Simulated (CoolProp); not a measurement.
Properties of R1233zd(E) along the isotherm 256.8 K.

The numbers come from the reference Helmholtz-energy equation of state, Akasaka 2022 in CoolProp.

```json
[
 {"p (bar)": "1.13", "phase": "liquid", "cp (kJ/(kg K))": "1.106", "isothermal compressibility (1/MPa)": "0.001450", "expansivity (1/kK)": "1.614"},
 {"p (bar)": "1.91", "phase": "liquid", "cp (kJ/(kg K))": "1.106", "isothermal compressibility (1/MPa)": "0.001448", "expansivity (1/kK)": "1.612"},
 {"p (bar)": "3.23", "phase": "liquid", "cp (kJ/(kg K))": "1.106", "isothermal compressibility (1/MPa)": "0.001445", "expansivity (1/kK)": "1.610"},
 {"p (bar)": "5.45", "phase": "liquid", "cp (kJ/(kg K))": "1.105", "isothermal compressibility (1/MPa)": "0.001440", "expansivity (1/kK)": "1.607"},
 {"p (bar)": "9.19", "phase": "liquid", "cp (kJ/(kg K))": "1.105", "isothermal compressibility (1/MPa)": "0.001432", "expansivity (1/kK)": "1.601"},
 {"p (bar)": "15.5", "phase": "liquid", "cp (kJ/(kg K))": "1.104", "isothermal compressibility (1/MPa)": "0.001418", "expansivity (1/kK)": "1.591"},
 {"p (bar)": "26.2", "phase": "liquid", "cp (kJ/(kg K))": "1.102", "isothermal compressibility (1/MPa)": "0.001394", "expansivity (1/kK)": "1.575"},
 {"p (bar)": "44.2", "phase": "liquid", "cp (kJ/(kg K))": "1.100", "isothermal compressibility (1/MPa)": "0.001357", "expansivity (1/kK)": "1.549"},
 {"p (bar)": "74.5", "phase": "liquid", "cp (kJ/(kg K))": "1.096", "isothermal compressibility (1/MPa)": "0.001300", "expansivity (1/kK)": "1.508"},
 {"p (bar)": "126", "phase": "liquid", "cp (kJ/(kg K))": "1.090", "isothermal compressibility (1/MPa)": "0.001215", "expansivity (1/kK)": "1.446"},
 {"p (bar)": "212", "phase": "liquid", "cp (kJ/(kg K))": "1.083", "isothermal compressibility (1/MPa)": "0.001098", "expansivity (1/kK)": "1.359"},
 {"p (bar)": "358", "phase": "liquid", "cp (kJ/(kg K))": "1.073", "isothermal compressibility (1/MPa)": "0.0009480", "expansivity (1/kK)": "1.244"}
]
```
